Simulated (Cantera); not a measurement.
A freely propagating, adiabatic, planar premixed flame of C3H8 : O2 : N2 = 1 : 6.85 : 25.8 (molar parts), equivalence ratio 0.73, unburnt at 450 K and 8.30 bar; mixture-averaged transport, grid criteria slope 0.08 and curve 0.16, no radiation.

Model: GRI-Mech 3.0 (53 species, 325 reactions), integrated in Cantera. GRI-Mech 3.0 was tuned for natural gas; its chemistry of propane as a main component is partial and can be far from experiment. Burning velocities carry a grid error of a few per cent, more on coarse grids.

Problem. Predict: laminar burning velocity; thermal thickness; peak x(HCO); peak x(CH3); peak x(C2H).

Solution. 
* **laminar burning velocity**: 30.2 cm/s
* **thermal thickness**: 0.0814 mm
* **peak x(HCO)**: 1.52e-5
* **peak x(CH3)**: 0.000525
* **peak x(C2H)**: 1.94e-7
